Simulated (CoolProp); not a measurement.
The numbers come from the reference Helmholtz-energy equation of state, Thol 2015 in CoolProp.

Q: For octamethylcyclotetrasiloxane (D4), give the phase and the density (kg/m³), fugacity coefficient at 529.3 K and 0.726 MPa.

A: 
- 529.3 K and 0.726 MPa: liquid; density 634, fugacity coefficient 0.603
